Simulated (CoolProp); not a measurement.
A closed Brayton cycle with dry air: compressor inlet 331.15 K and 2.5 MPa, high pressure 6.89 MPa, turbine inlet 865 K, compressor efficiency 0.8, turbine efficiency 0.85, recuperator effectiveness 0.9 (on enthalpy, no pinch check). Each further row changes one setting.

Computed with CoolProp (reference Helmholtz-energy equation of state, Lemmon 2000). It is a pseudo-pure fit of the blend.

| case | thermal efficiency (%) | net work (kJ/kg) | compressor to turbine work | compressor exit (K) | turbine exit (K) |
|---|---|---|---|---|---|
| as stated | 22.9 | 49.6 | 0.74 | 469.9 | 693.0 |
| turbine inlet 815 K | 19.1 | 38.4 | 0.79 | 469.9 | 651.4 |
| compressor inlet 341.15 K | 21.0 | 45.2 | 0.76 | 483.9 | 693.0 |
| high pressure 5.86 MPa | 24.6 | 47.9 | 0.71 | 445.1 | 717.9 |
| recuperator effectiveness 0.5 | 16.0 | 49.6 | 0.74 | 469.9 | 693.0 |
